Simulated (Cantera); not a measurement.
Input: 1 mol SiCl4, 270 mol H2, equilibrated at 2150 °C and 13300 Pa.

Method: chemical equilibrium by Gibbs-energy minimisation in Cantera with the NASA 1993 tables (ideal gas, pure condensed phases). Candidate condensed phases: Si; 19 gas species. The tables' values for SiCl are old estimates; treat these amounts as uncertain. Gases not in the tables: Si2H6 and higher silanes. Equilibrium is a limit: real reactors are often held back by kinetics, nucleation or transport.

Q: What is the equilibrium state?

A: 
```
Property                              Value
--------------------------------  ---------
x(H2)                                 0.935
x(H)                                 0.0470
x(HCl)                               0.0136
x(Si)                               0.00300
x(Cl)                              0.000488
x(SiH)                             0.000315
x(SiH2)                            0.000110
x(SiCl)                             8.49e-5
x(SiCl2)                            4.76e-5
gas amount                        279.5 mol
log10 activity of Si(l) (absent)      -0.82
```
